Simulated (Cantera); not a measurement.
Input: 1 mol Pb, 0.2 mol CO, 7.2 mol H₂, held at 13.0 mbar.

These are equilibrium values from Cantera (NASA tables, ideal gas, pure condensed phases), not measurements of a reactor. Candidate condensed phases: C, C₆H₆, C₇H₈, C₈H₁₈, H₂O, Pb, PbO, PbO₂, Pb₃O₄; 113 gas species. Rates play no part.

### Question
At 1525 K, list the 4 most abundant gas species with their mole fractions, and the condensed phases.

### Answer
H₂ 0.857, Pb 0.119, CO 0.0238, H 0.000192. Condensed: gas only.
